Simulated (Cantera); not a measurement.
A perfectly stirred reactor is fed with CH4 : H2 : O2 : N2 = 1 : 0.27 : 3.4 : 22.9 (molar parts), equivalence ratio 0.63, at 0.630 bar; it is adiabatic with a 550 K inlet, and is followed from long to short residence time, starting on the burning branch (τ in s: 0.15, 0.042, 0.012, 0.0034, 0.00095, 0.00027, 7.6e-05, 2.1e-05, 6e-06).

Cantera simulation using GRI-Mech 3.0 (53 species, 325 reactions); the numbers are that mechanism's predictions, not measurements.

x: mole fraction; the columns are a selection and need not sum to one.

```tsv
τ (s)	T (K)	x CH4	x H2	x O2	x HCN	x OH
0.15	1467	2.10e-5	0.000113	0.0462	2.04e-9	0.000486
0.042	1460	…	…	0.0464	…	…
0.012	1443	0.000107	0.000569	0.0471	1.10e-8	0.000977
0.0034	1406	0.000275	0.00121	0.0489	2.82e-8	0.00121
0.00095	550	0.0363	0.00979	0.123	<1e-12	<1e-12
0.00027	550	0.0363	0.00979	0.123	<1e-12	<1e-12
7.6e-5	550	0.0363	0.00979	0.123	<1e-12	<1e-12
2.1e-5	550	0.0363	0.00979	0.123	<1e-12	<1e-12
6.0e-6	550	0.0363	0.00979	0.123	<1e-12	<1e-12
```

Problem. Complete the blanks.

Solution. 
- 0.042, x CH4: 4.71e-5
- 0.042, x H2: 0.000259
- 0.042, x HCN: 4.28e-9
- 0.042, x OH: 0.000707
